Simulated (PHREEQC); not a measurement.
## Sulfide liquor: an equilibrium model

Make-up at 25 °C: 0.023 mol NH4HS per kg of water. Closed to the air; pH follows from the charge balance.

Computed with PHREEQC (ion-association model, wateq4f.dat).

```yaml
pH: 8.09
ionic_strength: 0.0217 mol/kgw
total_alkalinity: 23.0 meq/kg
```

```json
[
 {"species": "NH4+", "molality": "0.0217", "activity": "0.0188", "log γ": "-0.062"},
 {"species": "HS-", "molality": "0.0217", "activity": "0.0187", "log γ": "-0.064"},
 {"species": "H2S", "molality": "0.00132", "activity": "0.00133", "log γ": "0.002"},
 {"species": "NH3", "molality": "0.00132", "activity": "0.00132", "log γ": "0.000"},
 {"species": "OH-", "molality": "1.43e-6", "activity": "1.23e-6", "log γ": "-0.064"},
 {"species": "S-2", "molality": "4.86e-7", "activity": "2.78e-7", "log γ": "-0.242"},
 {"species": "H+", "molality": "9.16e-9", "activity": "8.12e-9", "log γ": "-0.052"}
]
```

Precipitation was switched off in this run. The polysulfide entries of wateq4f.dat were taken out for this run.
